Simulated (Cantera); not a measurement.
A closed system holds: 1 mol CuO, 17 mol H2, equilibrated at 13.0 mbar.

These are equilibrium values from Cantera (NASA tables, ideal gas, pure condensed phases), not measurements of a reactor. Candidate condensed phases: Cu, CuO, Cu(OH)2, Cu2O, H2O; 12 gas species. The numbers say what is thermodynamically allowed, not how fast it happens.

x: gas mole fraction; n: condensed amount in mol.

| T (K) | x H2 | x H2O | x Cu | x H | x OH | n Cu(l) |
|---|---|---|---|---|---|---|
| 1800 | 0.899 | 0.0563 | 0.0417 | 0.00298 | … | 0.257 |
| 1825 | 0.886 | 0.0554 | 0.0552 | 0.00363 | … | 0 |
| 1850 | 0.885 | 0.0554 | 0.0552 | 0.00444 | … | 0 |
| 1875 | 0.884 | 0.0554 | 0.0552 | 0.00540 | … | 0 |
| 1900 | 0.883 | 0.0553 | 0.0552 | 0.00654 | … | 0 |
| 1925 | 0.882 | 0.0553 | 0.0552 | 0.00787 | … | 0 |
| 1950 | 0.880 | 0.0552 | 0.0552 | 0.00943 | … | 0 |
| 1975 | 0.878 | 0.0552 | 0.0552 | 0.0112 | … | 0 |
| 2000 | 0.876 | 0.0551 | 0.0551 | 0.0134 | … | 0 |
| 2025 | 0.874 | 0.0550 | 0.0551 | 0.0158 | … | 0 |
| 2050 | 0.871 | 0.0549 | 0.0550 | 0.0186 | … | 0 |
| 2075 | 0.868 | 0.0548 | 0.0549 | 0.0218 | … | 0 |

Q: Fill in the missing entries.

A: 
- 1800, x OH: 1.23e-5
- 1825, x OH: 1.59e-5
- 1850, x OH: 2.06e-5
- 1875, x OH: 2.64e-5
- 1900, x OH: 3.37e-5
- 1925, x OH: 4.27e-5
- 1950, x OH: 5.38e-5
- 1975, x OH: 6.73e-5
- 2000, x OH: 8.38e-5
- 2025, x OH: 0.000104
- 2050, x OH: 0.000128
- 2075, x OH: 0.000157
